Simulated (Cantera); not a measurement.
A closed system holds: 1 mol FeS, 17 mol H₂, 0.22 mol H₂O, held at 1773 K and 20.0 Pa.

Cantera equilibrium calculation (NASA polynomials, part measured and part estimated; ideal gas, pure solids and liquids). Candidate condensed phases: Fe, FeO, Fe(OH)₂, Fe(OH)₃, FeS, FeSO₄, FeS₂, Fe₂O₃, Fe₂(SO₄)₃, Fe₃O₄, H₂O, H₂SO₄, S; 22 gas species. The numbers say what is thermodynamically allowed, not how fast it happens.

Base state: H₂ 0.884, Fe 0.0528, S₂ 0.0195, H 0.0189, H₂O 0.0110, S 0.00588, SH 0.00531, H₂S 0.00207 (mole fractions); condensed: gas only.

**Question.** What changes in the equilibrium state with this change: H₂ from 17 to 0.8 mol?

**Answer.** 
```tsv
species	before	after
H₂	0.884	0.486
S₂	0.0195	0.248
Fe	0.0528	0.0989
H₂O	0.0110	0.0787
SO₂	1.86e-5	0.0112
SO	0.000520	0.0241
S	0.00588	0.0210
SH	0.00531	0.0140
H	0.0189	0.0140
S₂O	1.27e-6	0.000210
FeO	7.09e-6	0.000172
OH	1.46e-5	0.000141
H₂S	0.00207	0.00406
Fe(δ), mol	0	0.827
```

**Question.** What changes in the equilibrium state with this change: pressure from 20.0 Pa to 1 atm?

**Answer.** 
| species | before | after |
|---|---|---|
| H₂ | 0.884 | 0.965 |
| H₂S | 0.00207 | 0.0212 |
| H₂O | 0.0110 | 0.0128 |
| Fe | 0.0528 | 1.95e-5 |
| S₂ | 0.0195 | 0.000339 |
| H | 0.0189 | 0.000278 |
| S | 0.00588 | 1.09e-5 |
| SO | 0.000520 | 1.02e-6 |
| Fe(δ), mol | 0 | 0.390 |
| FeS(l), mol | 0 | 0.610 |
Metal and sulfide melt together well below either melting point, which pure phases cannot show. Mutual solubility and eutectic melting of coexisting phases are not modelled. FeS: taken at fixed stoichiometry.
